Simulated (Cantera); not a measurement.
Feed: 1 mol Ti(OiPr)4, 5.2 mol H2, at 1752 °C and 810 Pa.

These are equilibrium values from Cantera (NASA tables, ideal gas, pure condensed phases), not measurements of a reactor. Candidate condensed phases: C, C6H6, C7H8, C8H18, H2O, Ti, TiC, TiO, TiO2, Ti2O3, Ti3O5, Ti4O7; 113 gas species. The feed counts by its element totals alone. TiC: taken at fixed stoichiometry. Kinetics and transport are ignored.

Base state: H2 0.809, CO 0.171, H 0.0192, C2H2 (acetylene) 0.000732 (mole fractions); condensed: C(graphite) + TiC(s).

Problem. What changes in the equilibrium state with this change: temperature from 1752 °C to 927 °C?

Solution. 
```json
[
 {"species": "H2", "before": "0.809", "after": "0.827"},
 {"species": "CO", "before": "0.171", "after": "0.172"},
 {"species": "CH4", "before": "2.11e-6", "after": "8.76e-5"},
 {"species": "H", "before": "0.0192", "after": "1.99e-6"},
 {"species": "C2H2 (acetylene)", "before": "0.000732", "after": "8.50e-8"},
 {"species": "H2O", "before": "1.19e-7", "after": "3.00e-5"},
 {"species": "C(graphite), mol", "before": "6.97", "after": "7.00"},
 {"species": "TiC(s), mol", "before": "1.000", "after": "1.00"}
]
```

Problem. What changes in the equilibrium state with this change: pressure from 810 Pa to 133 Pa?

Solution. 
```
species             before     after
----------------  --------  --------
H2                   0.809     0.784
CO                   0.171     0.168
H                   0.0192    0.0467
C2H2 (acetylene)  0.000732  0.000710
C(graphite), mol      6.97      6.97
TiC(s), mol          1.000     1.000
```
